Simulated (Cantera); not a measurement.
Si3H8 + Cl2 + H2 (silicon epitaxy and polysilicon growth)

Input: 1 mol Si3H8, 0.014 mol Cl2, 20 mol H2, equilibrated at 1175 °C and 1.40 bar.

Equilibrium computed with Cantera from the NASA thermochemical tables; the gas is ideal and each condensed phase is pure. Candidate condensed phases: Si; 19 gas species. The feed counts by its element totals alone. Rates play no part.

```yaml
x(H2): 0.999
x(HCl): 0.00116
x(H): 7.79e-6
x(SiCl2): 4.12e-6
x(SiH4): 1.34e-6
n(Si(s)): 3.00 mol
gas_amount: 24.01 mol
```
